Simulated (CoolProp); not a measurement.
A single-stage vapour-compression cycle with R142b: evaporating at 237.15 K (dew point), condensing at 295.15 K (bubble point), superheat 10 K, subcooling 0 K, compressor efficiency 0.6, no pressure losses. Each further row changes one setting.

The numbers come from the reference Helmholtz-energy equation of state, Lemmon 2006 in CoolProp. It is a short technical equation, of lower accuracy than the large ones.

| case | cooling COP | pressure ratio | discharge temperature (K) | refrigerating effect (kJ/kg) | volumetric capacity (kJ/m³) |
|---|---|---|---|---|---|
| as stated | 1.97 | 10.4 | 356.6 | 173 | 253 |
| evaporating temperature 242.15 K | 2.24 | (withheld) | 350.3 | (withheld) | 328 |
| condensing temperature 290.15 K | 2.20 | 8.90 | (withheld) | 180 | 263 |
| subcooling 5 K | 2.04 | 10.4 | 356.6 | 180 | 263 |
| superheat 20 K | 1.97 | 10.4 | 368.2 | 181 | 254 |
| compressor efficiency 0.5 | (withheld) | 10.4 | 374.8 | 173 | 253 |

Q: Complete the blanks.

A: 
- evaporating temperature 242.15 K, pressure ratio: 8.10
- evaporating temperature 242.15 K, refrigerating effect (kJ/kg): 177
- condensing temperature 290.15 K, discharge temperature (K): 349.0
- compressor efficiency 0.5, cooling COP: 1.64
